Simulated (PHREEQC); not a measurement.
0.049 g of hydrous ferric oxide (600 m²/g; 0.2 weak and 0.005 strong sites per Fe, Dzombak-Morel constants, diffuse double layer) in 1 kg of water with 0.05 mol/kgw of an inert sodium salt and 0.00082 mmol/kgw PbCl2, at 25 °C; the pH is set by adding NaOH or the inert anion's acid. O2 is buffered at 0.21 atm. No CO2 enters from the air. No solid was allowed to form.

Base run: PHREEQC, ion-association model, wateq4f.dat. Each further column changes one thing. The table gives surface potential ψ (mV).

| pH | base | background salt from 0.05 to 0.005 mol/kgw | oxide from 0.049 to 0.24 g/kgw | 1.8e-05 mol/kgw H3BO3 added |
|---|---|---|---|---|
| 4 | 160 | ___ | 160 | 160 |
| 4.75 | 143 | ___ | ___ | 143 |
| 5.5 | 119 | ___ | 118 | 119 |
| 5.88 | 104 | 120 | 104 | 104 |
| 6.62 | 74 | ___ | 73 | 74 |
| 7.38 | 38 | ___ | 37 | 38 |
| 8.12 | 0 | 0 | 0 | 0 |
| 8.5 | -19 | ___ | -20 | -19 |
| 9.25 | -56 | -63 | -57 | -56 |
| 10 | -90 | -102 | -90 | -90 |

### Question
What belongs in the gaps?

### Answer

- 4, background salt from 0.05 to 0.005 mol/kgw: 194
- 4.75, background salt from 0.05 to 0.005 mol/kgw: 168
- 4.75, oxide from 0.049 to 0.24 g/kgw: 142
- 5.5, background salt from 0.05 to 0.005 mol/kgw: 137
- 6.62, background salt from 0.05 to 0.005 mol/kgw: 83
- 7.38, background salt from 0.05 to 0.005 mol/kgw: 42
- 8.5, background salt from 0.05 to 0.005 mol/kgw: -21
